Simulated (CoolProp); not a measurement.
A closed Brayton cycle with dry air: compressor inlet 317.15 K and 0.42 MPa, high pressure 1.46 MPa, turbine inlet 680 K, compressor efficiency 0.85, turbine efficiency 0.9, recuperator effectiveness 0 (on enthalpy, no pinch check). Each further row changes one setting.

Values from CoolProp's reference Helmholtz-energy equation of state, Lemmon 2000. It is a pseudo-pure fit of the blend.

```csv
case,thermal efficiency (%),net work (kJ/kg),compressor to turbine work,compressor exit (K),turbine exit (K)
as stated,11.9,25.7,0.86,475.5,502.9
turbine inlet 630 K,7.2,11.7,0.93,475.5,464.6
compressor inlet 327.15 K,10.3,20.6,0.89,490.2,502.9
high pressure 1.24 MPa,12.2,29.2,0.82,451.6,523.2
recuperator effectiveness 0.5,12.8,25.7,0.86,475.5,502.9
```
